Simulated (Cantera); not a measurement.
Input: 1 mol SiH₄, 0.34 mol H₂O, held at 6.50 Pa.

These are equilibrium values from Cantera (NASA tables, ideal gas, pure condensed phases), not measurements of a reactor. Candidate condensed phases: H₂O, Si, SiO₂; 18 gas species. Gases not in the tables: Si₂H₆ and higher silanes. Rates play no part. All values below are at 1527 °C.

Base state: H₂ 0.793, SiO 0.118, Si 0.0489, H 0.0395, SiH 0.000400, Si₂ 0.000295, Si₃ 7.03e-5, SiH₂ 2.37e-5 (mole fractions); condensed: Si(l).

**Question.** What changes in the equilibrium state with this change: pressure from 6.50 Pa to 1.60 mbar?

**Answer.** 
| species | before | after |
|---|---|---|
| H₂ | 0.793 | 0.863 |
| SiO | 0.118 | 0.126 |
| H | 0.0395 | 0.00832 |
| Si | 0.0489 | 0.00198 |
| Si₃ | 7.03e-5 | 2.85e-6 |
| Si₂ | 0.000295 | 1.20e-5 |
| SiH | 0.000400 | 8.42e-5 |
| SiH₂ | 2.37e-5 | 2.58e-5 |
| Si(l), mol | 0.516 | 0.654 |
